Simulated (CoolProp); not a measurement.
Vapour pressure (MPa) of nitrogen: the reference equation beside estimates from Tc = 126.2 K, pc = 3.396 MPa, ω = 0.037. Clausius-Clapeyron is anchored at 95.6 K with a constant enthalpy of vaporisation of 4.769 kJ/mol.

Values from CoolProp's reference Helmholtz-energy equation of state, Span 2000.

```tsv
T (K)	reference	Lee-Kesler	Clausius-Clapeyron	van der Waals	Redlich-Kwong	Soave-Redlich-Kwong	Peng-Robinson
73.8	0.06519	0.06472	0.09617	0.2540	0.05286	0.06413	0.06632
78.2	0.1118	0.1113	0.1489	0.3545	0.09683	0.1106	0.1130
82.5	0.1785	0.1781	0.2183	0.4759	0.1622	0.1774	0.1797
86.9	0.2737	0.2736	0.3103	0.6258	0.2582	0.2733	0.2750
91.2	0.3989	0.3992	0.4236	0.7995	0.3865	0.3999	0.4002
95.6	0.5658	0.5663	0.5658	1.007	0.5594	0.5691	0.5674
99.9	0.7729	0.7732	0.7325	1.240	0.7747	0.7796	0.7752
104.3	1.036	1.036	0.9333	1.511	1.048	1.047	1.040
108.6	1.350	1.348	1.160	1.809	1.373	1.367	1.357
113	1.737	1.734	1.425	2.150	1.770	1.759	1.747
```

Absolute difference from the reference over all 10 rows, mean and median: Lee-Kesler 0.2 and 0.1 %, Clausius-Clapeyron 17.0 and 13.7 %, van der Waals 114.4 and 89.2 %, Redlich-Kwong 5.6 and 2.5 %, Soave-Redlich-Kwong 0.9 and 1.0 %, Peng-Robinson 0.6 and 0.5 %.
